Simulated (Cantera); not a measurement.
A perfectly stirred reactor is fed with CH4 : CO2 = 1 : 2.1 (molar parts), at 5.82 atm; it is held at 1750 K, and followed from long to short residence time.

Detailed kinetics in Cantera: GRI-Mech 3.0 (53 species, 325 reactions).

What does this change do: pressure from 5.82 atm to 0.128 atm?


```
quantity                  before     after
----------------------  --------  --------
x(CH4) at τ = 0.480 s     0.0160    0.0225
x(CO2) at τ = 0.480 s      0.114     0.177
x(C2H4) at τ = 0.480 s  0.000693  0.000238
x(H2O2) at τ = 0.480 s  3.23e-12  3.68e-12
x(CO) at τ = 0.480 s       0.484     0.395
x(CH4) at τ = 23.0 ms     0.0524     0.135
x(CO2) at τ = 23.0 ms      0.260     0.485
x(C2H4) at τ = 23.0 ms   0.00212   0.00384
x(H2O2) at τ = 23.0 ms  7.80e-12    <1e-12
x(CO) at τ = 23.0 ms       0.305     0.103
```

What does this change do: temperature 1750 to 1650 K?


| quantity | before | after |
|---|---|---|
| x(CH4) at τ = 0.480 s | 0.0160 | 0.0337 |
| x(CO2) at τ = 0.480 s | 0.114 | 0.176 |
| x(C2H4) at τ = 0.480 s | 0.000693 | 0.00265 |
| x(H2O2) at τ = 0.480 s | 3.23e-12 | 1.18e-12 |
| x(CO) at τ = 0.480 s | 0.484 | 0.408 |
| x(CH4) at τ = 23.0 ms | 0.0524 | 0.120 |
| x(CO2) at τ = 23.0 ms | 0.260 | 0.418 |
| x(C2H4) at τ = 23.0 ms | 0.00212 | 0.00446 |
| x(H2O2) at τ = 23.0 ms | 7.80e-12 | <1e-12 |
| x(CO) at τ = 23.0 ms | 0.305 | 0.163 |
